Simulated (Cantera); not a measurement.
Cantera run:

```python
import numpy as np
import cantera as ct

gas_names = """
    H HI H2 I I2 Pb PbI PbI2 PbI4 Pb2
""".split()
cond_names = """
    I2(cr) I2(L) Pb(cr) Pb(L) PbI2(s) PbI2(L)
""".split()


# ... load() reads the species with a 1 bar reference pressure and builds the phases ...
atoms = {
    'PbI2': {'Pb': 1, 'I': 2},
    'H2': {'H': 2},
}
top_T = {}  # K; cautious upper limits of use, not melting points


# ... equilibrate(T, P, feed) seeds the gas with the atoms and calls Mixture.equilibrate('TP', solver="gibbs", rtol=1e-10, max_steps=50000) ...
results = []
feed = {'PbI2': 1, 'H2': 8}  # mol
for P in [0.1, 0.56, 3.2, 18, 100, 560, 3200, 18000, 100000]:
    for T in [923, 973, 1023, 1073, 1123, 1173, 1223, 1273, 1323, 1373, 1423]:
        mix = equilibrate(T, P, feed)
        results.append((T, P, feed, dict(zip(mix.species_names, mix.species_moles))))

for T, P, feed, n in results:
    print(f"{T:7g} {P:10.4g}  " + (" + ".join(c for c in cond_names if n.get(c, 0) > 1e-12) or "gas only"))
```

Result:

```
    923        0.1  gas only
    973        0.1  gas only
   1023        0.1  gas only
   1073        0.1  gas only
   1123        0.1  gas only
   1173        0.1  gas only
   1223        0.1  gas only
   1273        0.1  gas only
   1323        0.1  gas only
   1373        0.1  gas only
   1423        0.1  gas only
    923       0.56  gas only
    973       0.56  gas only
   1023       0.56  gas only
   1073       0.56  gas only
   1123       0.56  gas only
   1173       0.56  gas only
   1223       0.56  gas only
   1273       0.56  gas only
   1323       0.56  gas only
   1373       0.56  gas only
   1423       0.56  gas only
    923        3.2  gas only
    973        3.2  gas only
   1023        3.2  gas only
   1073        3.2  gas only
   1123        3.2  gas only
   1173        3.2  gas only
   1223        3.2  gas only
   1273        3.2  gas only
   1323        3.2  gas only
   1373        3.2  gas only
   1423        3.2  gas only
    923         18  gas only
    973         18  gas only
   1023         18  gas only
   1073         18  gas only
   1123         18  gas only
   1173         18  gas only
   1223         18  gas only
   1273         18  gas only
   1323         18  gas only
   1373         18  gas only
   1423         18  gas only
    923        100  Pb(L)
    973        100  gas only
   1023        100  gas only
   1073        100  gas only
   1123        100  gas only
   1173        100  gas only
   1223        100  gas only
   1273        100  gas only
   1323        100  gas only
   1373        100  gas only
   1423        100  gas only
    923        560  Pb(L)
    973        560  Pb(L)
   1023        560  gas only
   1073        560  gas only
   1123        560  gas only
   1173        560  gas only
   1223        560  gas only
   1273        560  gas only
   1323        560  gas only
   1373        560  gas only
   1423        560  gas only
    923       3200  Pb(L)
    973       3200  Pb(L)
   1023       3200  Pb(L)
   1073       3200  Pb(L)
   1123       3200  gas only
   1173       3200  gas only
   1223       3200  gas only
   1273       3200  gas only
   1323       3200  gas only
   1373       3200  gas only
   1423       3200  gas only
    923    1.8e+04  Pb(L)
    973    1.8e+04  Pb(L)
   1023    1.8e+04  Pb(L)
   1073    1.8e+04  Pb(L)
   1123    1.8e+04  Pb(L)
   1173    1.8e+04  Pb(L)
   1223    1.8e+04  gas only
   1273    1.8e+04  gas only
   1323    1.8e+04  gas only
   1373    1.8e+04  gas only
   1423    1.8e+04  gas only
    923      1e+05  Pb(L)
    973      1e+05  Pb(L)
   1023      1e+05  Pb(L)
   1073      1e+05  Pb(L)
   1123      1e+05  Pb(L)
   1173      1e+05  Pb(L)
   1223      1e+05  Pb(L)
   1273      1e+05  Pb(L)
   1323      1e+05  gas only
   1373      1e+05  gas only
   1423      1e+05  gas only
```

Cantera equilibrium calculation (NASA polynomials, part measured and part estimated; ideal gas, pure solids and liquids).
